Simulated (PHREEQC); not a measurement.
Dissolve 0.015 mol/kgw KH2PO4, 0.2 mol/kgw NH3 and 0.0016 mol/kgw NaCl at 80 °C. Closed to the air; pH follows from the charge balance.

All values are PHREEQC results (ion-association model, wateq4f.dat), not measurements.

```
Quantity                   Value
----------------  --------------
pH                          9.01
ionic strength    0.0465 mol/kgw
total alkalinity      200 meq/kg
```

```
species  molality  activity   log γ
-------  --------  --------  ------
NH3         0.185     0.185   0.000
NH4+       0.0153    0.0123  -0.093
K+         0.0148    0.0118  -0.097
HPO4-2     0.0147   0.00638  -0.361
Cl-       0.00160   0.00128  -0.097
Na+       0.00158   0.00128  -0.092
OH-      0.000310  0.000247  -0.098
KHPO4-   0.000181  0.000147  -0.088
H2PO4-    9.57e-5   7.81e-5  -0.088
PO4-3     4.79e-5   7.39e-6  -0.812
NaHPO4-   1.95e-5   1.59e-5  -0.088
H+        1.17e-9  9.85e-10  -0.074
```

This is a speciation only: nothing precipitates in the calculation. H3PO4, which wateq4f.dat lacks, is added to it with the constant of phreeqc.dat. Away from 25 °C the constants follow the database's enthalpies or fits; those with neither stay at their 25 °C values.
